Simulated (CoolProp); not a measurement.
R236EA at 293.15 K and 5.55 MPa flows at 4 m/s in a round tube of 25 mm bore and 45 µm roughness, fully developed (64/Re and Nu = 3.66 if laminar; Colebrook and Gnielinski if turbulent). Each further row changes one setting.

Values from CoolProp's reference Helmholtz-energy equation of state, Rui 2013.

| case | Reynolds number | Darcy friction factor | pressure drop (Pa/m) | heat-transfer coefficient (W/(m² K)) | mass flow (kg/h) |
|---|---|---|---|---|---|
| as stated | 323000 | 0.0234 | 10900 | 7700 | … |
| velocity 8 m/s | 646000 | 0.0231 | … | … | 20700 |
| diameter 50 mm | 646000 | … | 4590 | … | … |

Question: What belongs in the gaps?

Answer: 
- as stated, mass flow (kg/h): 10300
- velocity 8 m/s, pressure drop (Pa/m): 43200
- velocity 8 m/s, heat-transfer coefficient (W/(m² K)): 15300
- diameter 50 mm, Darcy friction factor: 0.0196
- diameter 50 mm, heat-transfer coefficient (W/(m² K)): 6840
- diameter 50 mm, mass flow (kg/h): 41300

Viscosity comes from a separate model (Huber 2003), an estimate that may be off by 10 % or more. Thermal conductivity comes from a separate model (Huber 2003), an estimate that may be off by 10 % or more.
